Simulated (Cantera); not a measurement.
A closed system holds: 1 mol SiH₂Cl₂, 0.34 mol O₂, 4.6 mol N₂, 0.76 mol O₃, equilibrated at 500 °C and 830 Pa.

Method: chemical equilibrium by Gibbs-energy minimisation in Cantera with the NASA 1993 tables (ideal gas, pure condensed phases). Candidate condensed phases: H₂O, NH₄Cl, Si, SiO₂, Si₂N₂O, Si₃N₄; 47 gas species. The numbers say what is thermodynamically allowed, not how fast it happens.

### Question
What is the equilibrium state?

### Answer
```json
{
 "x(N₂)": "0.665",
 "x(HCl)": "0.198",
 "x(O₂)": "0.0466",
 "x(H₂O)": "0.0456",
 "x(Cl₂)": "0.0456",
 "x(Cl)": "1.15e-5",
 "n(SiO₂(α-quartz))": "1.00 mol",
 "gas_amount": "6.922 mol",
 "log10 activity of Si(s) (absent)": "-48.62"
}
```
